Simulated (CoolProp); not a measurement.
Vapour-liquid equilibrium of ethanol (1) + isohexane (2) at 140.75 °C; x and y are mole fractions of (1).

The numbers come from the multi-fluid Helmholtz-energy mixture model, Schroeder 2014 and Lemmon 2006; pair parameters Bell 2016 in CoolProp.

```json
[
 {"x": "0.05", "bubble pressure (bar)": "8.511", "y at the bubble point": "0.130", "dew pressure at overall composition x (bar)": "7.907", "liquid density (mol/L)": "6.215"},
 {"x": "0.125", "bubble pressure (bar)": "9.550", "y at the bubble point": "0.256", "dew pressure at overall composition x (bar)": "8.469", "liquid density (mol/L)": "6.455"},
 {"x": "0.2", "bubble pressure (bar)": "10.24", "y at the bubble point": "0.338", "dew pressure at overall composition x (bar)": "9.075", "liquid density (mol/L)": "6.733"},
 {"x": "0.275", "bubble pressure (bar)": "10.67", "y at the bubble point": "0.395", "dew pressure at overall composition x (bar)": "9.710", "liquid density (mol/L)": "7.056"},
 {"x": "0.35", "bubble pressure (bar)": "10.93", "y at the bubble point": "0.438", "dew pressure at overall composition x (bar)": "10.34", "liquid density (mol/L)": "7.432"},
 {"x": "0.425", "bubble pressure (bar)": "11.06", "y at the bubble point": "0.472", "dew pressure at overall composition x (bar)": "10.86", "liquid density (mol/L)": "7.871"},
 {"x": "0.5", "bubble pressure (bar)": "11.10", "y at the bubble point": "0.503", "dew pressure at overall composition x (bar)": "11.10", "liquid density (mol/L)": "8.380"},
 {"x": "0.575", "bubble pressure (bar)": "11.07", "y at the bubble point": "0.532", "dew pressure at overall composition x (bar)": "10.90", "liquid density (mol/L)": "8.969"},
 {"x": "0.65", "bubble pressure (bar)": "10.96", "y at the bubble point": "0.564", "dew pressure at overall composition x (bar)": "10.39", "liquid density (mol/L)": "9.647"},
 {"x": "0.725", "bubble pressure (bar)": "10.74", "y at the bubble point": "0.603", "dew pressure at overall composition x (bar)": "9.781", "liquid density (mol/L)": "10.43"},
 {"x": "0.8", "bubble pressure (bar)": "10.35", "y at the bubble point": "0.656", "dew pressure at overall composition x (bar)": "9.165", "liquid density (mol/L)": "11.32"},
 {"x": "0.875", "bubble pressure (bar)": "9.709", "y at the bubble point": "0.734", "dew pressure at overall composition x (bar)": "8.583", "liquid density (mol/L)": "12.34"},
 {"x": "0.95", "bubble pressure (bar)": "8.687", "y at the bubble point": "0.861", "dew pressure at overall composition x (bar)": "8.048", "liquid density (mol/L)": "13.52"}
]
```

y crosses x between x = 0.5 and 0.575: the model has an azeotrope there.

Pair parameters are fitted to limited data, so mixtures are less certain than the pure fluids.
